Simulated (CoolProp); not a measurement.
The fluid at 293.15 K and 1.74 MPa expands adiabatically to 0.517 MPa with isentropic efficiency 0.9. The same conditions are run with several fluids, on thermodynamics alone (safety and materials aside).

Model: reference Helmholtz-energy equation of state of each fluid (R13: Platzer 1990; CF4 (R14): Platzer 1990; ethane: Bücker 2006; ethylene: Smukala 2000; nitrous oxide: Lemmon 2006), in CoolProp. The equations of Platzer and Polt are older, rougher fits.

### Question
Rank R13, CF4 (R14), ethane, ethylene, nitrous oxide by work (kJ/kg), highest first.

### Answer
ethylene (75.4), ethane (69.5), nitrous oxide (47.7), CF4 (R14) (26.1), R13 (19.8)

| fluid | final temperature (K) | final density (kg/m³) |
|---|---|---|
| R13 | 245.1 | 29.4 |
| CF4 (R14) | 246.5 | 23.1 |
| ethane | 236.3 | 8.65 |
| ethylene | 228.2 | 8.22 |
| nitrous oxide | 225.2 | 13.1 |
